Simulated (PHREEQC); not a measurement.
Acid rinse or clean: speciation

A solution holds 4.8 mmol/kgw HF and 120 mmol/kgw CuSO4, at 25 °C. Closed to the air; pH follows from the charge balance.

The numbers come from PHREEQC with the ion-association model, phreeqc.dat.

The pH is 3.06 and the ionic strength comes out as 0.243 mol/kgw. The specific conductance is 10200 µS/cm and the density is 1.016 g/cm³. The total alkalinity comes out as -4.80 meq/kg.

```csv
species,molality,activity,log γ
Cu+2,0.0607,0.0187,-0.510
SO4-2,0.0596,0.0162,-0.566
CuSO4,0.0586,0.0620,0.024
F-,0.00220,0.00152,-0.161
HF,0.00186,0.00197,0.024
HSO4-,0.00183,0.00136,-0.131
H+,0.00109,0.000861,-0.102
CuF+,0.000703,0.000520,-0.131
```

Precipitation was switched off in this run. Species that the database lacks are ignored.
